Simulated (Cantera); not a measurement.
A closed system holds: 1 mol C2H6, 0.47 mol O2, held at 1000 Pa.

These are equilibrium values from Cantera (NASA tables, ideal gas, pure condensed phases), not measurements of a reactor. Candidate condensed phases: C, C6H6, C7H8, C8H18, H2O; 110 gas species. Equilibrium is a limit: real reactors are often held back by kinetics, nucleation or transport.

Over these rows the condensed part is C(graphite). Partial pressures as log10 of bar:

```
T (K)  1000/T (1/K)  log p H2O  log p H2  log p CO
-----  ------------  ---------  --------  --------
875          1.1429      -4.16     -2.12     -2.65
950          1.0526      -4.78     -2.12     -2.63
1025         0.9756      -5.32     -2.12     -2.62
1100         0.9091          ?     -2.12     -2.62
1175         0.8511      -6.20     -2.12     -2.62
1250         0.8000      -6.56     -2.12     -2.62
```

Fit log p(H2O) = a + b·(1000/T) to the five rows, give the apparent enthalpy, and predict the row at 1100 K.

Means: 1000/T = 0.9644, log p = -5.404. Sxy = 0.558265, Sxx = 0.0796312, so b = 7.01 and a = -5.404 − (7.01)×0.9644 = -12.16.
Apparent enthalpy: −19.145 × (7.01) = -134 kJ/mol. With the condensed phases at unit activity, H2(g) + CO(g) = H2O(g) + C(graphite) links this pressure to the main gases: over the six rows their terms move log p by +0.03 in all, so the slope is close to that reaction's ΔH°. The five rows lie within 0.01 of the line.
Prediction at 1100 K: -12.16 + (7.01)×0.9091 = -5.79. The computed value is -5.79, 0.00 from the line.
